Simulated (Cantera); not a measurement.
# Ta(OEt)5 + H2O + H2 (tantalum, niobium, vanadium and zirconium in process gases)

Input: 1 mol Ta(OEt)5, 13 mol H2O, 10 mol H2, at 7.00 mbar.

Equilibrium computed with Cantera from the NASA thermochemical tables; the gas is ideal and each condensed phase is pure. Candidate condensed phases: C, C6H6, C7H8, C8H18, H2O, Ta, TaC, Ta2O5; 113 gas species. The feed counts by its element totals alone. Rates play no part.

From 800 K to 2000 K the condensed part is Ta2O5(s). From 2200 K to 2400 K the condensed part is Ta2O5(l). From 2600 K to 2800 K nothing is condensed.

| T (K) | log p H2 | log p H | log p CO | log p H2O | log p CO2 | log p O | log p OH | log p TaO2 | n Ta2O5(s) | n Ta2O5(l) |
|---|---|---|---|---|---|---|---|---|---|---|
| 800 | -2.30 | -12.69 | -2.95 | -3.35 | -3.38 | <-14 | <-14 | <-14 | 0.500 | 0 |
| 1000 | -2.31 | -9.80 | -2.89 | -3.21 | -3.63 | <-14 | -13.36 | <-14 | 0.500 | 0 |
| 1200 | -2.32 | -7.87 | -2.86 | -3.16 | -3.83 | <-14 | -10.80 | <-14 | 0.500 | 0 |
| 1400 | -2.33 | -6.48 | -2.84 | -3.13 | -3.98 | -13.17 | -8.98 | <-14 | 0.500 | 0 |
| 1600 | -2.33 | -5.43 | -2.84 | -3.12 | -4.10 | -10.80 | -7.62 | -11.25 | 0.500 | 0 |
| 1800 | -2.33 | -4.61 | -2.83 | -3.11 | -4.19 | -8.96 | -6.57 | -8.86 | 0.500 | 0 |
| 2000 | -2.34 | -3.96 | -2.83 | -3.11 | -4.26 | -7.48 | -5.73 | -6.96 | 0.500 | 0 |
| 2200 | -2.36 | -3.43 | -2.84 | -3.12 | -4.32 | -6.27 | -5.04 | -5.53 | 0 | 0.490 |
| 2400 | -2.42 | -3.01 | -2.86 | -3.15 | -4.36 | -5.23 | -4.47 | -4.41 | 0 | 0.360 |
| 2600 | -2.55 | -2.69 | -2.91 | -3.24 | -4.42 | -4.35 | -4.02 | -3.90 | 0 | 0 |
| 2800 | -2.75 | -2.46 | -2.98 | -3.57 | -4.63 | -3.74 | -3.83 | -3.98 | 0 | 0 |
log p: log10 of the partial pressure in bar; n: condensed amount in mol.
